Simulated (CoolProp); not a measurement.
The numbers come from the reference Helmholtz-energy equation of state, Lemmon 2016 in CoolProp.

Task: For R115, give the phase and the Z, cv (kJ/(kg K)), isothermal compressibility (1/MPa), expansivity (1/kK) at 362.4 K and 1050 kPa.

Result: 
- 362.4 K and 1050 kPa: gas; Z 0.890, cv 0.755, isothermal compressibility 1.08, expansivity 4.06
